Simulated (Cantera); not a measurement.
A Cantera script and its output.

```python
import numpy as np
import cantera as ct

gas = ct.Solution("gri30.yaml")
gas.TPX = 2073, 1333, {'CH4': 0.014, 'H2': 1, 'N2': 0.017}
reactor = ct.IdealGasConstPressureReactor(gas, energy="off", clone=False)
net = ct.ReactorNet([reactor])
net.rtol, net.atol = 1e-08, 1e-18
show = ['CH4', 'H2', 'C2H4', 'HCN', 'CH3', 'C2H6', 'C2H']
times = np.geomspace(3e-06, 2, 9)

steps = ct.SolutionArray(gas, extra=["t"])
rows = []
print(f"{'t/s':>10s}{'T/K':>9s}{'P/Pa':>11s}" + "".join(f"{s:>11s}" for s in show))
for t in times:
    while net.time < t:
        t_next = net.step()
        steps.append(gas.state, t=t_next)
    rows.append([np.interp(t, steps.t, y) for y in (steps.T, steps.P, *steps(*show).X.T)])
    print(f"{t:10.3e}{rows[-1][0]:9.1f}{rows[-1][1]:11.4g}" + "".join(f"{x:11.3e}" for x in rows[-1][2:]))
rate = np.gradient(steps.T, steps.t)
print("integrator steps:", len(steps.t))
if steps.T.max() > steps.T[0] + 200:
    print(f"time of steepest temperature rise: {steps.t[rate.argmax()]:.4e} s")
gas.TPX = 2073, 1333, {'CH4': 0.014, 'H2': 1, 'N2': 0.017}
gas.equilibrate("TP")
print(f"equilibrium (TP): T = {gas.T:.1f} K  " + "  ".join(f"{s} {gas[s].X[0]:.3e}" for s in show))
```

It prints:

```
       t/s      T/K       P/Pa        CH4         H2       C2H4        HCN        CH3       C2H6        C2H
 3.000e-06   2073.0       1333  1.358e-02  9.699e-01  1.409e-14  3.801e-18  9.730e-07  3.365e-15  1.762e-25
 1.604e-05   2073.0       1333  1.357e-02  9.699e-01  2.625e-12  1.111e-16  4.405e-06  8.107e-13  9.782e-22
 8.572e-05   2073.0       1333  1.356e-02  9.699e-01  4.382e-10  2.412e-15  1.602e-05  8.208e-11  6.826e-18
 4.582e-04   2073.0       1333  1.351e-02  9.697e-01  4.639e-08  1.059e-13  7.021e-05  2.966e-09  2.506e-14
 2.449e-03   2073.0       1333  1.320e-02  9.687e-01  3.621e-06  4.540e-11  3.495e-04  6.954e-08  9.787e-11
 1.309e-02   2073.0       1333  1.081e-02  9.646e-01  3.044e-05  2.635e-08  1.337e-03  4.955e-07  9.724e-08
 6.999e-02   2073.0       1333  2.204e-03  9.637e-01  3.896e-06  9.912e-07  5.359e-04  4.307e-08  1.568e-06
 3.741e-01   2073.0       1333  1.722e-04  9.602e-01  4.963e-07  3.501e-06  5.897e-05  3.585e-10  2.719e-06
 2.000e+00   2073.0       1333  1.726e-05  9.558e-01  3.929e-07  6.330e-06  7.544e-06  4.663e-12  3.517e-06
integrator steps: 1209
equilibrium (TP): T = 2073.0 K  CH4 7.881e-06  H2 9.549e-01  C2H4 2.304e-07  HCN 5.220e-03  CH3 3.604e-06  C2H6 1.101e-12  C2H 2.230e-06
```

Model: GRI-Mech 3.0 (53 species, 325 reactions), integrated in Cantera. GRI-Mech 3.0 stops at C3 and has no aromatics, soot or wall deposition, so with more carbon than oxygen in the feed, carbon stays in small species such as C2H2 where larger ones or solid carbon would form. Radical loss at walls, strong at low pressure, is not modelled.
